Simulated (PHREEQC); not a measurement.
Make-up at 12 °C: 5.1 mmol/kgw MnSO4, 0.14 mmol/kgw H3AsO4 and 70 mmol/kgw H2SO4. Closed to the air; pH follows from the charge balance.

Equilibrium calculation in PHREEQC: ion-association model, wateq4f.dat.

This is a speciation only: nothing precipitates in the calculation.

Question: Estimate the pH, ionic strength.

Answer: pH 1.14; ionic strength 0.120 mol/kgw.

Question: In which forms is Mn present?

Answer: Mn+2 72 %, MnSO4 28 % of the Mn.

Complexes and solids missing from the database can't appear. At this temperature some constants are extrapolated from 25 °C, and those without enthalpy data are left unchanged. The database has no arsenate complexes of Mn.
